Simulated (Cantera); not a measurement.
An isothermal, constant-pressure homogeneous reactor starts with CH4 : N2 = 1 : 88 (molar parts), at 1698 K and 760 Torr.

Model: GRI-Mech 3.0 (53 species, 325 reactions), integrated in Cantera. GRI-Mech 3.0 stops at C3 and has no aromatics, soot or wall deposition, so with more carbon than oxygen in the feed, carbon stays in small species such as C2H2 where larger ones or solid carbon would form.

### Question
Predict: x(CH4) at 4.00 s; x(H2) at 4.00 s; x(HCN) at 4.00 s; x(C2H4) at 4.00 s; x(C2H2) at 4.00 s; x(CH2) at 4.00 s.

### Answer
| Property | Value |
|---|---|
| x(CH4) at 4.00 s | 4.30e-5 (gas-phase equilibrium 5.15e-6) |
| x(H2) at 4.00 s | 0.0166 (gas-phase equilibrium 0.0166) |
| x(HCN) at 4.00 s | 5.38e-6 (gas-phase equilibrium 0.0104) |
| x(C2H4) at 4.00 s | 4.57e-6 (gas-phase equilibrium 2.79e-7) |
| x(C2H2) at 4.00 s | 0.00553 (gas-phase equilibrium 0.000337) |
| x(CH2) at 4.00 s | 1.13e-9 (gas-phase equilibrium 1.35e-10) |
